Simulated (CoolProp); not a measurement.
Hydrogen sulfide at 293.15 K and 0.302 MPa is throttled through a valve to 0.0214 MPa with no heat exchange. Each further row changes one setting.

Values from CoolProp's reference Helmholtz-energy equation of state, Lemmon 2006. It is a short technical equation, of lower accuracy than the large ones.

```tsv
case	temperature change (K)	final density (kg/m³)
as stated	[?]	[?]
outlet pressure 0.00642 MPa	[?]	[?]
outlet pressure 0.0278 MPa	[?]	[?]
```

What belongs in the gaps?


- as stated, temperature change (K): -5.1
- as stated, final density (kg/m³): 0.305
- outlet pressure 0.00642 MPa, temperature change (K): -5.4
- outlet pressure 0.00642 MPa, final density (kg/m³): 0.0915
- outlet pressure 0.0278 MPa, temperature change (K): -5.0
- outlet pressure 0.0278 MPa, final density (kg/m³): 0.396
